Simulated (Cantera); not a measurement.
# Equilibrium for silicon epitaxy and polysilicon growth: SiH2Cl2 + Cl2 + N2

Charge: 1 mol SiH2Cl2, 0.016 mol Cl2, 5.6 mol N2, at 1000 Pa.

Cantera equilibrium calculation (NASA polynomials, part measured and part estimated; ideal gas, pure solids and liquids). Candidate condensed phases: NH4Cl, Si, Si3N4; 28 gas species. N2 is the only nitrogen source here; it is nearly inert below about 1500 K, so the nitride shown seldom forms there in practice. The tables' values for SiCl3 are old estimates; treat these amounts as uncertain. Rates play no part.

```json
[
 {"T (K)": "1173", "x N2": "0.733", "x HCl": "0.192", "x H2": "0.0491", "x SiCl2": "0.000237", "x SiCl4": "0.0250", "x SiCl3": "0.000775", "x SiHCl3": "0.000149", "x Cl": "8.91e-7", "n Si3N4(s)": "0.273"},
 {"T (K)": "1198", "x N2": "0.733", "x HCl": "0.193", "x H2": "0.0486", "x SiCl2": "0.000427", "x SiCl4": "0.0243", "x SiCl3": "0.00108", "x SiHCl3": "0.000165", "x Cl": "1.44e-6", "n Si3N4(s)": "0.274"},
 {"T (K)": "1223", "x N2": "0.732", "x HCl": "0.193", "x H2": "0.0481", "x SiCl2": "0.000747", "x SiCl4": "0.0236", "x SiCl3": "0.00149", "x SiHCl3": "0.000181", "x Cl": "2.28e-6", "n Si3N4(s)": "0.273"},
 {"T (K)": "1248", "x N2": "0.732", "x HCl": "0.194", "x H2": "0.0477", "x SiCl2": "0.00127", "x SiCl4": "0.0228", "x SiCl3": "0.00200", "x SiHCl3": "0.000198", "x Cl": "3.55e-6", "n Si3N4(s)": "0.273"},
 {"T (K)": "1273", "x N2": "0.732", "x HCl": "0.194", "x H2": "0.0475", "x SiCl2": "0.00211", "x SiCl4": "0.0218", "x SiCl3": "0.00264", "x SiHCl3": "0.000213", "x Cl": "5.40e-6", "n Si3N4(s)": "0.272"},
 {"T (K)": "1298", "x N2": "0.731", "x HCl": "0.194", "x H2": "0.0474", "x SiCl2": "0.00339", "x SiCl4": "0.0205", "x SiCl3": "0.00341", "x SiHCl3": "0.000226", "x Cl": "8.05e-6", "n Si3N4(s)": "0.270"},
 {"T (K)": "1323", "x N2": "0.731", "x HCl": "0.193", "x H2": "0.0476", "x SiCl2": "0.00531", "x SiCl4": "0.0189", "x SiCl3": "0.00429", "x SiHCl3": "0.000237", "x Cl": "1.18e-5", "n Si3N4(s)": "0.267"},
 {"T (K)": "1348", "x N2": "0.730", "x HCl": "0.191", "x H2": "0.0480", "x SiCl2": "0.00806", "x SiCl4": "0.0171", "x SiCl3": "0.00523", "x SiHCl3": "0.000243", "x Cl": "1.68e-5", "n Si3N4(s)": "0.262"},
 {"T (K)": "1373", "x N2": "0.729", "x HCl": "0.189", "x H2": "0.0488", "x SiCl2": "0.0118", "x SiCl4": "0.0149", "x SiCl3": "0.00617", "x SiHCl3": "0.000243", "x Cl": "2.36e-5", "n Si3N4(s)": "0.256"},
 {"T (K)": "1398", "x N2": "0.728", "x HCl": "0.185", "x H2": "0.0500", "x SiCl2": "0.0167", "x SiCl4": "0.0125", "x SiCl3": "0.00698", "x SiHCl3": "0.000236", "x Cl": "3.23e-5", "n Si3N4(s)": "0.248"},
 {"T (K)": "1423", "x N2": "0.728", "x HCl": "0.180", "x H2": "0.0518", "x SiCl2": "0.0227", "x SiCl4": "0.00993", "x SiCl3": "0.00754", "x SiHCl3": "0.000222", "x Cl": "4.31e-5", "n Si3N4(s)": "0.239"},
 {"T (K)": "1448", "x N2": "0.727", "x HCl": "0.174", "x H2": "0.0542", "x SiCl2": "0.0295", "x SiCl4": "0.00752", "x SiCl3": "0.00778", "x SiHCl3": "0.000201", "x Cl": "5.61e-5", "n Si3N4(s)": "0.227"},
 {"T (K)": "1473", "x N2": "0.726", "x HCl": "0.166", "x H2": "0.0572", "x SiCl2": "0.0370", "x SiCl4": "0.00540", "x SiCl3": "0.00764", "x SiHCl3": "0.000175", "x Cl": "7.13e-5", "n Si3N4(s)": "0.214"}
]
```
x: gas mole fraction; n: condensed amount in mol.

From 1173 K to 1473 K the condensed part is Si3N4(s). The main Si-bearing gas is SiCl4 at 1173 K and SiCl2 at 1473 K. The share of Si in condensed phases is highest at 1198 K (82.1 %) and lowest at 1473 K (64.3 %).
